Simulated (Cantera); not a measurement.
A perfectly stirred reactor is fed with CH4 : C2H6 : C3H8 : O2 : N2 = 1 : 0.63 : 0.083 : 4.81 : 18.1 (molar parts), equivalence ratio 0.96, at 1.10 bar; it is adiabatic with a 525 K inlet, and is followed from long to short residence time, starting on the burning branch (τ in s: 0.031, 0.014, 0.0059, 0.0026, 0.0011, 0.00048, 0.00021, 9.1e-05, 3.9e-05, 1.7e-05).

Detailed kinetics in Cantera: GRI-Mech 3.0 (53 species, 325 reactions).

x: mole fraction; the columns are a selection and need not sum to one.

```json
[
 {"τ (s)": "0.031", "T (K)": "2308", "x CH4": "2.73e-6", "x C2H6": "2.02e-7", "x C3H8": "___", "x NO": "0.00147", "x HCO": "7.13e-8", "x H2": "0.00432"},
 {"τ (s)": "0.014", "T (K)": "2285", "x CH4": "5.08e-6", "x C2H6": "4.39e-7", "x C3H8": "___", "x NO": "0.000973", "x HCO": "1.55e-7", "x H2": "0.00504"},
 {"τ (s)": "0.0059", "T (K)": "2245", "x CH4": "9.57e-6", "x C2H6": "1.00e-6", "x C3H8": "___", "x NO": "0.000588", "x HCO": "3.59e-7", "x H2": "0.00626"},
 {"τ (s)": "0.0026", "T (K)": "2195", "x CH4": "1.74e-5", "x C2H6": "2.14e-6", "x C3H8": "___", "x NO": "0.000353", "x HCO": "7.98e-7", "x H2": "0.00776"},
 {"τ (s)": "0.0011", "T (K)": "2133", "x CH4": "3.37e-5", "x C2H6": "4.66e-6", "x C3H8": "___", "x NO": "0.000208", "x HCO": "1.84e-6", "x H2": "0.00955"},
 {"τ (s)": "0.00048", "T (K)": "2067", "x CH4": "6.77e-5", "x C2H6": "9.95e-6", "x C3H8": "___", "x NO": "0.000128", "x HCO": "4.12e-6", "x H2": "0.0113"},
 {"τ (s)": "0.00021", "T (K)": "1999", "x CH4": "0.000147", "x C2H6": "2.22e-5", "x C3H8": "___", "x NO": "7.98e-5", "x HCO": "9.20e-6", "x H2": "0.0129"},
 {"τ (s)": "9.1e-5", "T (K)": "1922", "x CH4": "0.000377", "x C2H6": "5.66e-5", "x C3H8": "___", "x NO": "4.73e-5", "x HCO": "2.14e-5", "x H2": "0.0142"},
 {"τ (s)": "3.9e-5", "T (K)": "525", "x CH4": "0.0406", "x C2H6": "0.0256", "x C3H8": "0.00337", "x NO": "<1e-12", "x HCO": "<1e-12", "x H2": "<1e-12"},
 {"τ (s)": "1.7e-5", "T (K)": "525", "x CH4": "0.0406", "x C2H6": "0.0256", "x C3H8": "0.00337", "x NO": "<1e-12", "x HCO": "<1e-12", "x H2": "<1e-12"}
]
```

Q: What belongs in the gaps?

A: 
- 0.031, x C3H8: 3.10e-8
- 0.014, x C3H8: 6.38e-8
- 0.0059, x C3H8: 1.34e-7
- 0.0026, x C3H8: 2.64e-7
- 0.0011, x C3H8: 5.35e-7
- 0.00048, x C3H8: 1.08e-6
- 0.00021, x C3H8: 2.33e-6
- 9.1e-5, x C3H8: 5.87e-6
